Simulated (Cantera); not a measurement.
An isothermal, constant-pressure homogeneous reactor starts with NH3 : N2 = 1 : 0.37 (molar parts), at 2400 K and 13300 Pa.

Model: the gas-phase N/H chemistry of the illustrative SiF4/NH3 mechanism in the Surface Chemkin manual (1991), integrated in Cantera. Walls and surfaces, which speed up NH3 decomposition in real reactors, are not modelled.

x: mole fraction; the columns are a selection and need not sum to one.

```tsv
t (s)	x NH3	x NH2	x H2	x N2	x N2H2	x N2H4	x NH
2.00e-5	0.728	0.00150	0.000770	0.270	[?]	9.47e-9	5.95e-6
5.03e-5	0.725	0.00357	0.00218	0.270	[?]	5.35e-8	3.15e-5
0.000126	0.715	0.00630	0.00823	0.270	[?]	1.68e-7	7.77e-5
0.000317	0.691	0.00652	0.0295	0.273	[?]	1.79e-7	0.000104
0.000797	0.633	0.00556	0.0803	0.281	[?]	1.30e-7	0.000122
0.00200	0.514	0.00436	0.184	0.297	[?]	8.01e-8	0.000135
0.00503	0.322	0.00296	0.351	0.323	[?]	3.70e-8	0.000129
0.0126	0.118	0.00145	0.528	0.351	[?]	8.91e-9	9.83e-5
0.0318	0.0108	0.000296	0.619	0.365	[?]	3.69e-10	4.79e-5
0.0799	1.75e-5	2.46e-6	0.611	0.362	6.23e-11	<1e-12	2.09e-6
0.201	1.13e-6	2.06e-7	0.605	0.361	1.15e-12	<1e-12	2.26e-7
0.504	4.89e-7	8.91e-8	0.605	0.361	<1e-12	<1e-12	9.78e-8
1.27	4.39e-7	8.01e-8	0.605	0.361	<1e-12	<1e-12	8.78e-8
3.18	4.39e-7	8.00e-8	0.605	0.361	<1e-12	<1e-12	8.78e-8
8.00	4.39e-7	8.00e-8	0.605	0.361	<1e-12	<1e-12	8.78e-8
```

Task: Some entries are withheld; supply them.

Result: 
- 2.00e-5, x N2H2: 8.43e-7
- 5.03e-5, x N2H2: 6.66e-6
- 0.000126, x N2H2: 2.48e-5
- 0.000317, x N2H2: 3.02e-5
- 0.000797, x N2H2: 2.57e-5
- 0.00200, x N2H2: 1.85e-5
- 0.00503, x N2H2: 9.84e-6
- 0.0126, x N2H2: 3.01e-6
- 0.0318, x N2H2: 2.46e-7
